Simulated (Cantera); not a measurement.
What does this Cantera script print?

```python
import numpy as np
import cantera as ct

gas = ct.Solution("gri30.yaml")
gas.TPX = 375, 460000, {'CO': 1, 'H2': 0.26, 'O2': 0.45, 'N2': 1.69}
flame = ct.FreeFlame(gas, width=0.014)
flame.set_refine_criteria(ratio=3, slope=0.08, curve=0.16)
flame.transport_model = "unity-Lewis-number"
flame.solve(loglevel=0, auto=True)
z, T = flame.grid, flame.T
thick = (T[-1] - T[0]) / np.gradient(T, z).max()
show = ['CO', 'H2', 'O2', 'CO2', 'NO2', 'O']
print(f"laminar burning velocity  {flame.velocity[0] * 100:.3f} cm/s")
print(f"burnt temperature         {T[-1]:.1f} K")
print(f"thermal thickness         {thick * 1e3:.4f} mm")
print(f"grid points               {len(z)}")
z0 = z[flame.heat_release_rate.argmax()]
print(f"{'z/mm':>9s}{'T/K':>9s}{'u/(m/s)':>9s}" + "".join(f"{s:>11s}" for s in show))
rows = []
for k in (-3, -2, -1.5, -1, -0.5, -0.25, 0, 0.25, 0.5, 1, 2, 4, 8):
    zz = z0 + k * thick
    rows.append([k * thick, np.interp(zz, z, T), np.interp(zz, z, flame.velocity),
                 *(np.interp(zz, z, flame.X[gas.species_index(s)]) for s in show)])
    print(f"{rows[-1][0] * 1e3:9.3f}{rows[-1][1]:9.1f}{rows[-1][2]:9.3f}" + "".join(f"{x:11.3e}" for x in rows[-1][3:]))
```

Result:

```
laminar burning velocity  87.694 cm/s
burnt temperature         2436.3 K
thermal thickness         0.0809 mm
grid points               114
     z/mm      T/K  u/(m/s)         CO         H2         O2        CO2        NO2          O
   -0.243    375.0    0.877  2.941e-01  7.647e-02  1.324e-01  5.934e-07  4.697e-11  6.764e-13
   -0.162    375.2    0.877  2.941e-01  7.646e-02  1.323e-01  1.336e-05  1.057e-09  7.479e-11
   -0.121    376.2    0.880  2.941e-01  7.642e-02  1.323e-01  7.738e-05  6.093e-09  1.212e-09
   -0.081    385.6    0.901  2.936e-01  7.602e-02  1.318e-01  6.843e-04  5.229e-08  3.193e-08
   -0.040    535.8    1.242  2.863e-01  6.945e-02  1.243e-01  1.055e-02  5.175e-07  6.266e-06
   -0.020    897.0    2.034  2.669e-01  5.212e-02  1.045e-01  3.637e-02  2.070e-07  2.655e-04
    0.000   1382.6    3.039  2.292e-01  2.234e-02  6.862e-02  8.369e-02  1.913e-08  3.734e-03
    0.020   1692.1    3.643  1.907e-01  9.707e-03  4.054e-02  1.287e-01  2.087e-08  8.016e-03
    0.040   1863.8    3.964  1.671e-01  9.413e-03  2.760e-02  1.563e-01  2.253e-08  8.178e-03
    0.081   2038.7    4.278  1.484e-01  1.003e-02  1.800e-02  1.793e-01  2.459e-08  6.039e-03
    0.162   2186.5    4.535  1.372e-01  9.158e-03  1.167e-02  1.944e-01  2.773e-08  3.434e-03
    0.324   2295.9    4.721  1.286e-01  8.157e-03  6.861e-03  2.059e-01  2.936e-08  1.709e-03
    0.647   2369.9    4.844  1.223e-01  7.499e-03  3.459e-03  2.142e-01  2.806e-08  7.660e-04
```

Detailed kinetics in Cantera: GRI-Mech 3.0 (53 species, 325 reactions). The hydrogen kinetics of GRI-Mech 3.0 are dated; newer H2 mechanisms differ, most at raised pressure. Unity Lewis numbers drop preferential diffusion, which matters most where H2 and H carry the flame. Burning velocities carry a grid error of a few per cent, more on coarse grids.
